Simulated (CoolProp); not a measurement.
Carbonyl sulfide along the isotherm 620 K: density (kg/m³) from the reference equation and from simpler models built on Tc = 378.8 K, pc = 6.369 MPa, ω = 0.098; each cubic takes its own stable root.

Computed with CoolProp (reference Helmholtz-energy equation of state, Lemmon 2006). It is a short technical equation, of lower accuracy than the large ones.

```csv
p (MPa),phase,reference
3.98,gas,48.19
7.96,supercritical,99.85
11.9,supercritical,153.9
15.9,supercritical,210.4
19.9,supercritical,267.1
23.9,supercritical,321.8
27.9,supercritical,373.1
31.8,supercritical,418.8
```

Problem. How far does each simpler model (ideal gas, van der Waals, Redlich-Kwong, Soave-Redlich-Kwong, Peng-Robinson) lie from the reference over these 8 states: mean and median of the absolute difference, and the worst?

Solution. 
- ideal gas: mean 10.5 %, median 11.7 %, worst -13.5 % at 620 K and 23.9 MPa
- van der Waals: mean 4.3 %, median 4.4 %, worst +7.2 % at 620 K and 19.9 MPa
- Redlich-Kwong: mean 0.9 %, median 0.9 %, worst +1.4 % at 620 K and 15.9 MPa
- Soave-Redlich-Kwong: mean 3.6 %, median 3.9 %, worst -6.1 % at 620 K and 31.8 MPa
- Peng-Robinson: mean 0.6 %, median 0.5 %, worst +1.1 % at 620 K and 11.9 MPa
